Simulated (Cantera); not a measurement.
## Carbon deposition, reforming and gasification: CO + NH3 + N2

Feed: 1 mol CO, 0.52 mol NH3, 0.35 mol N2, at 2123.15 K and 6.10 mbar.

These are equilibrium values from Cantera (NASA tables, ideal gas, pure condensed phases), not measurements of a reactor. Candidate condensed phases: C, C6H6, C7H8, C8H18, H2O; 136 gas species. The numbers say what is thermodynamically allowed, not how fast it happens.

The x(CO) is 0.413 and the x(H2) is 0.309. The x(N2) comes out as 0.252, the x(H) is 0.0256 and the x(HCN) comes out as 2.11e-5. The x(H2O) is 1.77e-5. The x(CO2) comes out as 4.72e-6, the x(HNC) comes out as 1.48e-6 and the gas amount is 2.421 mol. The log10 activity of C(graphite) (absent) comes out as -2.49.
